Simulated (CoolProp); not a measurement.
Vapour-liquid equilibrium of cyclohexane (1) + m-xylene (2) at 0.474 MPa; x and y are mole fractions of (1).

Values from CoolProp's multi-fluid Helmholtz-energy mixture model, Zhou 2014 and Zhou 2012; pair parameters Bell 2016.

| x | bubble temperature (K) | y at the bubble point | dew temperature at overall composition x (K) | liquid density (mol/L) |
|---|---|---|---|---|
| 0.05 | 474.5 | 0.144 | 478.6 | 6.502 |
| 0.2 | 458.5 | 0.455 | 471.9 | 6.744 |
| 0.35 | 446.3 | 0.645 | 464.3 | 6.954 |
| 0.5 | 436.8 | 0.769 | 455.8 | 7.144 |
| 0.65 | 429.3 | 0.856 | 445.9 | 7.324 |
| 0.8 | 423.0 | 0.923 | 434.2 | 7.504 |
| 0.95 | 417.4 | 0.982 | 420.4 | 7.691 |

No azeotrope shows between x = 0.05 and 0.95.

The pair parameters rest on a limited set of measurements; away from them the model extrapolates.
